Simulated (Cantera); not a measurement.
A Cantera script and what it prints.

```python
import numpy as np
import cantera as ct

gas_names = """
    CL CL2 H HCL H2 N NH NH2 NH3 N2 N2H2 N2H4 Si SiCL SiCL2 SiCL3 SiCL4 SiH SiHCL3 SiH2 SiH2CL2 SiH3
    SiH3CL SiH4 SiN Si2 Si2N Si3
""".split()
cond_names = """
    NH4CL(a) NH4CL(b) Si(cr) Si(L) Si3N4(a)
""".split()


def load(file, names, dense=False):
    # The tables refer to 1 bar. Condensed volumes are neglected.
    table = {s.name: s for s in ct.Species.list_from_file(file)}
    out = []
    for n in names:
        d = dict(table[n].input_data)
        d["thermo"] = dict(d["thermo"], **{"reference-pressure": 1e5})
        if dense:
            d["equation-of-state"] = {"model": "constant-volume", "density": "1e6 g/cm^3"}
        out.append(ct.Species.from_dict(d))
    return out


gas = ct.Solution(thermo="ideal-gas", species=load("nasa_gas.yaml", gas_names))
cond = {s.name: ct.Solution(thermo="fixed-stoichiometry", species=[s], name=s.name)
        for s in load("nasa_condensed.yaml", cond_names, dense=True)}
atoms = {
    'Si3N4': {'Si': 3, 'N': 4},
    'Cl2': {'CL': 2},
    'H2': {'H': 2},
}
top_T = {'Si3N4(a)': 2400}  # K; cautious upper limits of use, not melting points


def equilibrate(T, P, feed):
    n = {}
    for name, mol in feed.items():
        for a, k in atoms[name].items():
            n[a] = n.get(a, 0.0) + k * mol
    gas.TPX = T, P, n
    mass = sum(n.values()) * gas.mean_molecular_weight
    gas.equilibrate("TP")
    valid = [c for c in cond.values() if c.min_temp <= T <= top_T.get(c.name, c.max_temp)]
    mix = ct.Mixture([(gas, mass / gas.mean_molecular_weight)] + [(c, 0.0) for c in valid])
    mix.T, mix.P = T, P
    mix.equilibrate("TP", solver="vcs", rtol=1e-11, max_steps=5000)
    return mix


results = []
feed = {'Si3N4': 1, 'Cl2': 0.68, 'H2': 81}  # mol
T = 1698  # K
P = 100000  # Pa
mix = equilibrate(T, P, feed)
results.append((T, P, feed, dict(zip(mix.species_names, mix.species_moles))))
x = sorted(zip(gas.X, gas.species_names), reverse=True)
print(f"T = {T:g} K  P = {P:g} Pa  gas = {mix.phase_moles(0):.4g} mol")
print("   x: " + "  ".join(f"{s} {v:.3e}" for v, s in x if v > 0.0001))
print("   condensed (mol): " + ("  ".join(f"{mix.phase(i).name} {mix.phase_moles(i):.4g}"
      for i in range(1, mix.n_phases) if mix.phase_moles(i) > 1e-12) or "none"))
```

Result:

```
T = 1698 K  P = 100000 Pa  gas = 81.81 mol
   x: H2 9.826e-01  HCL 1.493e-02  N2 1.504e-03  SiCL2 8.154e-04  H 1.433e-04
   condensed (mol): Si(L) 0.1144  Si3N4(a) 0.9385
```

Method: chemical equilibrium by Gibbs-energy minimisation in Cantera with the NASA 1993 tables (ideal gas, pure condensed phases). Mutual solubility and eutectic melting of coexisting phases are not modelled. Gases not in the tables: Si2H6 and higher silanes.
